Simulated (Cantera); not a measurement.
**Iron carbonyl, mercury and lead vapours: PbO + CO + N₂**

Input: 1 mol PbO, a varied amount of CO, 0.15 mol N₂, held at 23.0 Pa.

Cantera equilibrium calculation (NASA polynomials, part measured and part estimated; ideal gas, pure solids and liquids). Candidate condensed phases: C, Pb, PbO, PbO₂, Pb₃O₄; 27 gas species. Mutual solubility and eutectic melting of coexisting phases are not modelled. Rates play no part.

### Question
Map the stable condensed phases over T = 1023, 1073, 1123, 1173, 1223, 1273, 1323, 1373, 1423, 1473, 1523 K and n(CO) in mol = 0.04, 0.076, 0.14, 0.28, 0.52, 1, 1.9, 3.6, 6.9.

### Answer
```
T in K \ n(CO) in mol
          0.04 0.076  0.14  0.28  0.52     1   1.9   3.6   6.9
   1523      A     A     A     A     A     A     A     A     A
   1473      A     A     A     A     A     A     A     A     A
   1423      A     A     A     A     A     A     A     A     A
   1373      A     A     A     A     A     A     A     A     A
   1323      A     A     A     A     A     A     A     A     A
   1273      A     A     A     A     A     A     A     A     A
   1223      B     B     B     B     A     A     A     A     A
   1173      B     B     B     B     B     A     A     A     A
   1123      B     B     B     B     B     A     A     A     A
   1073      B     B     C     C     C     D     D     A     A
   1023      C     C     C     C     C     D     D     D     D
```
A: gas only; B: PbO; C: Pb + PbO; D: Pb.
